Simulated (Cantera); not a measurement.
**Premixed flame**

A freely propagating, adiabatic, planar premixed flame of H2 : O2 : N2 = 1 : 0.333 : 1.25 (molar parts), equivalence ratio 1.5, unburnt at 423 K and 1.01 bar; mixture-averaged transport, grid criteria slope 0.08 and curve 0.16, no radiation.

Model: the H2/O2 subset of GRI-Mech 3.0, which has no nitrogen chemistry, integrated in Cantera. Burning velocities carry a grid error of a few per cent, more on coarse grids.

| z (mm) | T (K) | u (m/s) | x H2 | x O2 | x H | x O | x HO2 | x H2O2 |
|---|---|---|---|---|---|---|---|---|
| -1.15 | 423 | 5.14 | 0.387 | 0.129 | <1e-8 | <1e-8 | <1e-8 | <1e-8 |
| -0.765 | 423 | 5.14 | 0.387 | 0.129 | <1e-8 | <1e-8 | <1e-8 | <1e-8 |
| -0.574 | 423 | 5.14 | 0.387 | 0.129 | <1e-8 | <1e-8 | <1e-8 | <1e-8 |
| -0.382 | 423 | 5.14 | 0.387 | 0.129 | <1e-8 | <1e-8 | 5.11e-8 | <1e-8 |
| -0.191 | 436 | 5.27 | 0.384 | 0.129 | 1.90e-5 | 2.38e-6 | 0.000145 | 4.78e-6 |
| -0.0956 | 699 | 8.21 | 0.349 | 0.124 | 0.00526 | 0.000211 | 0.000264 | 5.45e-5 |
| 0 | 1163 | 13.2 | 0.251 | 0.0892 | 0.0389 | 0.00334 | 9.19e-5 | 5.47e-6 |
| 0.0956 | 1482 | 16.6 | 0.153 | 0.0315 | 0.0737 | 0.00628 | 2.96e-5 | 2.19e-6 |
| 0.191 | 1629 | 18.2 | 0.122 | 0.0102 | 0.0797 | 0.00536 | 9.10e-6 | 1.39e-6 |
| 0.382 | 1767 | 19.5 | 0.120 | 0.00434 | 0.0696 | 0.00425 | 3.62e-6 | 8.02e-7 |
| 0.765 | 1904 | 20.9 | 0.126 | 0.00292 | 0.0545 | 0.00312 | 2.26e-6 | 4.26e-7 |
| 1.53 | 2037 | 22.1 | 0.131 | 0.00177 | 0.0397 | 0.00194 | 1.34e-6 | 2.21e-7 |
| 3.06 | 2149 | 23.1 | 0.136 | 0.000919 | 0.0272 | 0.00103 | 7.20e-7 | 1.18e-7 |
x: mole fraction of selected species; z is measured from the peak of heat release.

- laminar burning velocity = 514 cm/s
- thermal thickness = 0.382 mm
- peak x(H) = 0.0800
- peak x(O) = 0.00629
- peak x(HO2) = 0.000428
- peak x(H2O2) = 5.68e-5
